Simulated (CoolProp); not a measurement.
Isopentane along the isotherm 500 K: fugacity coefficient from the reference equation and from simpler models built on Tc = 460.3 K, pc = 33.78 bar, ω = 0.227; each cubic takes its own stable root.

Model: reference Helmholtz-energy equation of state, Lemmon 2006, in CoolProp. It is a short technical equation, of lower accuracy than the large ones.

```csv
p (bar),phase,reference
3.9,gas,0.9701
7.8,gas,0.9405
11.7,gas,0.9113
15.6,gas,0.8824
19.5,gas,0.8538
23.4,gas,0.8256
27.3,gas,0.7975
31.2,gas,0.7697
35.1,supercritical,0.7422
39,supercritical,0.7148
42.9,supercritical,0.6875
46.8,supercritical,0.6605
50.7,supercritical,0.6337
```

Task: How far does each simpler model (van der Waals, Soave-Redlich-Kwong) lie from the reference over these 13 states: mean and median of the absolute difference, and the worst?

Result: 
- van der Waals: mean 0.7 %, median 0.8 %, worst +1.1 % at 500 K and 31.2 bar
- Soave-Redlich-Kwong: mean 0.6 %, median 0.5 %, worst +1.5 % at 500 K and 50.7 bar
